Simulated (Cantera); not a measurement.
An isothermal, constant-pressure homogeneous reactor starts with 3.78 % H2, 85.9 % O2, 10.3 % N2, equivalence ratio 0.022, at 1325 K and 1.20 Torr.

Cantera simulation using GRI-Mech 3.0 (53 species, 325 reactions); the numbers are that mechanism's predictions, not measurements. Radical loss at walls, strong at low pressure, is not modelled. The temperature is held fixed by assumption; the heat of reaction is taken as removed at once.

x: mole fraction; the columns are a selection and need not sum to one.

| t (s) | x H2 | x O2 | x NO | x OH | x H2O2 | x HO2 |
|---|---|---|---|---|---|---|
| 0.000100 | 0.0378 | 0.859 | <1e-12 | 5.31e-10 | <1e-12 | … |
| 0.000316 | 0.0378 | 0.859 | <1e-12 | 4.00e-9 | 1.51e-12 | … |
| 0.00100 | 0.0378 | 0.859 | <1e-12 | 2.54e-8 | 1.49e-11 | … |
| 0.00316 | 0.0378 | 0.859 | <1e-12 | 3.22e-7 | 1.44e-10 | … |
| 0.0100 | 0.0373 | 0.859 | <1e-12 | 0.000209 | 1.20e-9 | … |
| 0.0316 | 0.000581 | 0.826 | 8.95e-10 | 0.00387 | 6.41e-9 | 2.18e-7 |
| 0.100 | 0.000553 | 0.827 | 4.57e-9 | 0.00380 | 6.26e-9 | 2.16e-7 |
| 0.316 | 0.000535 | 0.828 | 1.56e-8 | 0.00374 | 6.25e-9 | 2.13e-7 |
| 1.00 | 0.000482 | 0.831 | 4.49e-8 | 0.00356 | 6.20e-9 | 2.07e-7 |

**Question.** What belongs in the gaps?

**Answer.** 
- 0.000100, x HO2: 3.04e-9
- 0.000316, x HO2: 9.61e-9
- 0.00100, x HO2: 3.04e-8
- 0.00316, x HO2: 9.59e-8
- 0.0100, x HO2: 2.77e-7
